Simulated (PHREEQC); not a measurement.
A solution holds 6.9 mmol/kgw K2CO3, 0.23 mmol/kgw Na2SO4 and 0.045 mmol/kgw MgCl2, at 47 °C. Closed to the air; pH follows from the charge balance.

All values are PHREEQC results (ion-association model, phreeqc.dat), not measurements.

```json
[
 {"quantity": "pH", "before": "10.50", "after": "6.67"},
 {"quantity": "ionic strength (mol/kgw)", "before": "0.0196", "after": "0.000812"},
 {"quantity": "Na+ (mol/kgw)", "before": "0.000397", "after": "0.000460"},
 {"quantity": "SO4-2 (mol/kgw)", "before": "0.000213", "after": "0.000227"},
 {"quantity": "NaSO4- (mol/kgw)", "before": "2.75e-7", "after": "5.20e-7"}
]
```

Which change was made?
(A) MgCl2 from 4.5e-05 to 4.5e-06 mol/kgw
(B) K2CO3 left out
(C) temperature from 47 to 50 °C
(D) temperature from 47 to 75 °C
(E) MgCl2 from 4.5e-05 to 9e-06 mol/kgw

B, K2CO3 left out

Precipitation was switched off in this run. At this temperature some constants are extrapolated from 25 °C, and those without enthalpy data are left unchanged.
